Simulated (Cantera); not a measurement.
Input: 1 mol CH3SiH3, 0.42 mol C2H2, 250 mol H2, at 2.70 mbar.

Method: chemical equilibrium by Gibbs-energy minimisation in Cantera with the NASA 1993 tables (ideal gas, pure condensed phases). Candidate condensed phases: C, C6H6, C7H8, C8H18, Si, SiC; 87 gas species. The feed counts by its element totals alone. Equilibrium is a limit: real reactors are often held back by kinetics, nucleation or transport.

### Question
At 2348 K, list the 6 most abundant gas species with their mole fractions, and the condensed phases.

### Answer
H2 0.783, H 0.210, Si 0.00311, C2H2 (acetylene) 0.00283, SiC2 0.000334, SiH 4.84e-5. Condensed: gas only.
